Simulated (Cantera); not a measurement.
What does this Cantera script print?

```python
import numpy as np
import cantera as ct

gas = ct.Solution("h2o2.yaml")
gas.TPX = 350, 420000, {'H2': 1, 'O2': 0.333, 'N2': 1.25}
flame = ct.FreeFlame(gas, width=0.015)
flame.set_refine_criteria(ratio=3, slope=0.08, curve=0.16)
flame.transport_model = "unity-Lewis-number"
flame.solve(loglevel=0, auto=True)
z, T = flame.grid, flame.T
thick = (T[-1] - T[0]) / np.gradient(T, z).max()
show = ['H2', 'O2', 'HO2', 'H2O2', 'H2O', 'OH']
print(f"laminar burning velocity  {flame.velocity[0] * 100:.3f} cm/s")
print(f"burnt temperature         {T[-1]:.1f} K")
print(f"thermal thickness         {thick * 1e3:.4f} mm")
print(f"grid points               {len(z)}")
z0 = z[flame.heat_release_rate.argmax()]
print(f"{'z/mm':>9s}{'T/K':>9s}{'u/(m/s)':>9s}" + "".join(f"{s:>11s}" for s in show))
rows = []
for k in (-3, -2, -1.5, -1, -0.5, -0.25, 0, 0.25, 0.5, 1, 2, 4, 8):
    zz = z0 + k * thick
    rows.append([k * thick, np.interp(zz, z, T), np.interp(zz, z, flame.velocity),
                 *(np.interp(zz, z, flame.X[gas.species_index(s)]) for s in show)])
    print(f"{rows[-1][0] * 1e3:9.3f}{rows[-1][1]:9.1f}{rows[-1][2]:9.3f}" + "".join(f"{x:11.3e}" for x in rows[-1][3:]))
```

Output:

```
laminar burning velocity  247.258 cm/s
burnt temperature         2292.6 K
thermal thickness         0.0569 mm
grid points               111
     z/mm      T/K  u/(m/s)         H2         O2        HO2       H2O2        H2O         OH
   -0.171    350.0    2.473  3.871e-01  1.289e-01  2.025e-08  4.660e-09  1.176e-06  6.276e-13
   -0.114    350.2    2.474  3.871e-01  1.289e-01  3.492e-07  8.036e-08  2.030e-05  2.439e-11
   -0.085    350.9    2.479  3.871e-01  1.289e-01  1.955e-06  4.473e-07  1.135e-04  4.343e-10
   -0.057    358.7    2.533  3.863e-01  1.284e-01  1.851e-05  3.991e-06  1.056e-03  2.834e-08
   -0.028    516.3    3.610  3.705e-01  1.196e-01  4.132e-04  4.393e-05  2.044e-02  2.235e-05
   -0.014    899.5    6.138  3.263e-01  9.607e-02  6.105e-04  4.926e-05  7.257e-02  6.119e-04
    0.000   1352.9    8.962  2.435e-01  5.689e-02  2.257e-04  1.286e-05  1.568e-01  2.134e-03
    0.014   1644.0   10.674  1.707e-01  2.373e-02  7.853e-05  3.028e-06  2.249e-01  5.050e-03
    0.028   1799.4   11.550  1.413e-01  9.125e-03  2.755e-05  1.873e-06  2.555e-01  7.171e-03
    0.057   1949.7   12.364  1.338e-01  2.512e-03  7.351e-06  9.917e-07  2.724e-01  7.900e-03
    0.114   2075.3   13.023  1.376e-01  9.402e-04  2.874e-06  4.852e-07  2.808e-01  6.584e-03
    0.228   2166.9   13.493  1.415e-01  3.772e-04  1.204e-06  2.406e-07  2.867e-01  4.647e-03
    0.455   2227.0   13.797  1.443e-01  1.315e-04  4.169e-07  1.109e-07  2.907e-01  2.919e-03
```

Model: the H2/O2 subset of GRI-Mech 3.0, which has no nitrogen chemistry, integrated in Cantera. The hydrogen kinetics of GRI-Mech 3.0 are dated; newer H2 mechanisms differ, most at raised pressure. Unity Lewis numbers drop preferential diffusion, which matters most where H2 and H carry the flame. Burning velocities carry a grid error of a few per cent, more on coarse grids.
